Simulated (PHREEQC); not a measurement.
Consider water at 45 °C with 0.15 mol/kgw K2SO4. Closed to the air; pH follows from the charge balance.

Equilibrium calculation in PHREEQC: ion-association model, phreeqc.dat.

Precipitation was switched off in this run.

Q: Predict the ionic strength, density.

A: ionic strength 0.348 mol/kgw; density 1.010 g/cm³.

Q: In which forms is S present?

A: SO4-2 66 %, KSO4- 34 % of the S.

At this temperature some constants are extrapolated from 25 °C, and those without enthalpy data are left unchanged.
